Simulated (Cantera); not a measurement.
**Reactions in the system N-O**

Cantera with NASA thermochemical tables; ideal gases at 1 bar, condensed phases pure. Values are per mole of reaction as written; species without (g) are pure solids or liquids, kept so even where they would boil at 1 bar.

O2(g) + N(g) → NO2(g)

```
T (K)  ΔH° (kJ)  ΔS° (J/K)  ΔG° (kJ)  log10 K
-----  --------  ---------  --------  -------
300      -438.5     -118.4    -403.0    70.17
773      -442.3     -126.5    -344.5    23.28
848      -442.6     -126.9    -335.0    20.63
923      -442.8     -127.2    -325.4    18.42
998      -443.0     -127.4    -315.9    16.53
1073     -443.2     -127.6    -306.3    14.91
1148     -443.4     -127.8    -296.7    13.50
1223     -443.6     -127.9    -287.1    12.26
1298     -443.7     -128.0    -277.6    11.17
1373     -443.8     -128.1    -268.0    10.19
```

O3(g) + 3 N2O(g) → 6 NO(g)

| T (K) | ΔH° (kJ) | ΔS° (J/K) | ΔG° (kJ) | log10 K |
|---|---|---|---|---|
| 300 | 161.1 | 365.6 | 51.4 | -8.95 |
| 773 | 160.3 | 366.7 | -123.2 | 8.33 |
| 848 | 159.1 | 365.4 | -150.7 | 9.28 |
| 923 | 157.9 | 364.0 | -178.0 | 10.08 |
| 998 | 156.7 | 362.7 | -205.3 | 10.74 |
| 1073 | 155.3 | 361.4 | -232.4 | 11.32 |
| 1148 | 154.0 | 360.2 | -259.5 | 11.81 |
| 1223 | 152.7 | 359.1 | -286.5 | 12.24 |
| 1298 | 151.3 | 358.0 | -313.4 | 12.61 |
| 1373 | 149.8 | 356.9 | -340.2 | 12.94 |

2 O3(g) → 3 O2(g)

| T (K) | ΔH° (kJ) | ΔS° (J/K) | ΔG° (kJ) | log10 K |
|---|---|---|---|---|
| 300 | -283.6 | 137.5 | -324.8 | 56.56 |
| 773 | -284.3 | 137.3 | -390.4 | 26.38 |
| 848 | -284.8 | 136.7 | -400.7 | 24.68 |
| 923 | -285.3 | 136.1 | -410.9 | 23.25 |
| 998 | -285.8 | 135.6 | -421.1 | 22.04 |
| 1073 | -286.3 | 135.1 | -431.2 | 20.99 |
| 1148 | -286.7 | 134.7 | -441.3 | 20.08 |
| 1223 | -287.1 | 134.4 | -451.4 | 19.28 |
| 1298 | -287.5 | 134.1 | -461.5 | 18.57 |
| 1373 | -287.9 | 133.8 | -471.5 | 17.94 |

N2O(g) + NO2(g) → 3 NO(g)

```csv
T (K),ΔH° (kJ),ΔS° (J/K),ΔG° (kJ),log10 K
300,158.0,172.1,106.4,-18.52
773,159.0,175.4,23.4,-1.58
848,158.6,174.9,10.3,-0.63
923,158.2,174.5,-2.8,0.16
998,157.8,174.0,-15.9,0.83
1073,157.3,173.6,-28.9,1.41
1148,156.8,173.1,-41.9,1.91
1223,156.3,172.7,-54.9,2.34
1298,155.7,172.2,-67.8,2.73
1373,155.2,171.8,-80.7,3.07
```
